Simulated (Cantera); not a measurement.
# Adiabatic ignition

An adiabatic, constant-volume homogeneous reactor starts with 6.79 % CH4, 17.9 % O2, 67.2 % N2, 8.15 % H2O, equivalence ratio 0.76, at 1623 K and 1880 Torr.

Model: GRI-Mech 3.0 (53 species, 325 reactions), integrated in Cantera.

| t (s) | T (K) | P (bar) | x CH4 | x O2 | x H2O | x C2H | x C2H4 |
|---|---|---|---|---|---|---|---|
| 5.00e-6 | 1623 | 2.50 | 0.0679 | 0.179 | 0.0815 | <1e-12 | 1.61e-9 |
| 1.23e-5 | 1623 | 2.50 | 0.0679 | 0.179 | 0.0815 | <1e-12 | 3.79e-8 |
| 3.02e-5 | 1623 | 2.50 | 0.0678 | 0.179 | 0.0816 | <1e-12 | 1.03e-6 |
| 7.43e-5 | 1625 | 2.50 | 0.0669 | 0.178 | 0.0821 | <1e-12 | 3.17e-5 |
| 0.000183 | 2021 | 3.21 | 0.0189 | 0.128 | 0.131 | 1.27e-6 | 0.00232 |
| 0.000449 | 2826 | 4.47 | <1e-12 | 0.0448 | 0.188 | <1e-12 | <1e-12 |
| 0.00110 | 2817 | 4.45 | <1e-12 | 0.0418 | 0.188 | <1e-12 | <1e-12 |
| 0.00272 | 2814 | 4.45 | <1e-12 | 0.0411 | 0.189 | <1e-12 | <1e-12 |
| 0.00668 | 2814 | 4.45 | <1e-12 | 0.0411 | 0.189 | <1e-12 | <1e-12 |
| 0.0164 | 2814 | 4.45 | <1e-12 | 0.0411 | 0.189 | <1e-12 | <1e-12 |
| 0.0404 | 2814 | 4.45 | <1e-12 | 0.0411 | 0.189 | <1e-12 | <1e-12 |
| 0.0993 | 2814 | 4.45 | <1e-12 | 0.0411 | 0.189 | <1e-12 | <1e-12 |
| 0.244 | 2814 | 4.45 | <1e-12 | 0.0411 | 0.189 | <1e-12 | <1e-12 |
| 0.600 | 2814 | 4.45 | <1e-12 | 0.0411 | 0.189 | <1e-12 | <1e-12 |
x: mole fraction; the columns are a selection and need not sum to one.

```
Property                                                          Result
---------------------------------  -------------------------------------
time of steepest temperature rise                               0.184 ms
temperature at 0.600 s                                            2814 K
equilibrium temperature                                           2814 K
x(CH4) at 0.600 s                  <1e-12 (gas-phase equilibrium <1e-12)
x(O2) at 0.600 s                   0.0411 (gas-phase equilibrium 0.0411)
x(H2O) at 0.600 s                    0.189 (gas-phase equilibrium 0.189)
```
